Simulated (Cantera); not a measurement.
**Thermodynamics of abatement and gas-phase synthesis, feed PH3 + H2**

Charge: 1 mol PH3, 0.11 mol H2, at 0.0100 bar.

Method: chemical equilibrium by Gibbs-energy minimisation in Cantera with the NASA 1993 tables (ideal gas, pure condensed phases). Candidate condensed phases: P; 7 gas species. Equilibrium is a limit: real reactors are often held back by kinetics, nucleation or transport.

```json
[
 {"T (°C)": "775", "x H2": "0.838", "x P2": "0.0630", "x P4": "0.0987", "x H": "7.07e-8", "x P": "1.38e-9", "x PH": "1.85e-8", "x PH3": "1.64e-5"},
 {"T (°C)": "875", "x H2": "0.804", "x P2": "0.142", "x P4": "0.0539", "x H": "6.42e-7", "x P": "2.45e-8", "x PH": "1.39e-7", "x PH3": "1.11e-5"},
 {"T (°C)": "975", "x H2": "0.776", "x P2": "0.206", "x P4": "0.0176", "x H": "4.12e-6", "x P": "2.35e-7", "x PH": "6.45e-7", "x PH3": "6.89e-6"},
 {"T (°C)": "1075", "x H2": "0.766", "x P2": "0.229", "x P4": "0.00449", "x H": "2.03e-5", "x P": "1.45e-6", "x PH": "2.17e-6", "x PH3": "4.24e-6"},
 {"T (°C)": "1175", "x H2": "0.764", "x P2": "0.235", "x P4": "0.00121", "x H": "8.06e-5", "x P": "6.77e-6", "x PH": "5.99e-6", "x PH3": "2.74e-6"},
 {"T (°C)": "1275", "x H2": "0.763", "x P2": "0.236", "x P4": "0.000377", "x H": "0.000269", "x P": "2.57e-5", "x PH": "1.44e-5", "x PH3": "1.87e-6"},
 {"T (°C)": "1375", "x H2": "0.762", "x P2": "0.237", "x P4": "0.000135", "x H": "0.000778", "x P": "8.26e-5", "x PH": "3.12e-5", "x PH3": "1.34e-6"},
 {"T (°C)": "1475", "x H2": "0.761", "x P2": "0.236", "x P4": "5.42e-5", "x H": "0.00199", "x P": "0.000233", "x PH": "6.16e-5", "x PH3": "9.93e-7"}
]
```
x: gas mole fraction; nothing condenses.

From 775 °C to 1475 °C nothing is condensed. The main P-bearing gas is P4 at 775 °C and P2 at 1475 °C.
